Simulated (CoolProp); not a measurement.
Properties of carbonyl sulfide along the isobar 9240 kPa (Tc = 378.8 K, pc = 6369 kPa, ω = 0.098).

Computed with CoolProp (reference Helmholtz-energy equation of state, Lemmon 2006). It is a short technical equation, of lower accuracy than the large ones.

```
T (K)          phase  speed of sound (m/s)  Joule-Thomson coefficient (K/MPa)
-----  -------------  --------------------  ---------------------------------
369.5         liquid                 402.8                              1.032
377.1         liquid                 358.7                              1.463
384.6  supercritical                 311.6                              2.127
392.1  supercritical                 260.7                              3.275
399.7  supercritical                   ___                              5.259
407.2  supercritical                 200.1                              7.144
414.7  supercritical                 202.5                                ___
422.3  supercritical                 208.4                              8.234
429.8  supercritical                 214.6                              8.166
437.3  supercritical                 220.6                              7.976
444.9  supercritical                 226.4                              7.731
452.4  supercritical                 231.8                              7.470
459.9  supercritical                   ___                              7.205
467.5  supercritical                 241.9                              6.941
475    supercritical                 246.5                              6.688
```

What belongs in the gaps?


- 399.7, speed of sound (m/s): 215.1
- 414.7, Joule-Thomson coefficient (K/MPa): 8.014
- 459.9, speed of sound (m/s): 236.9
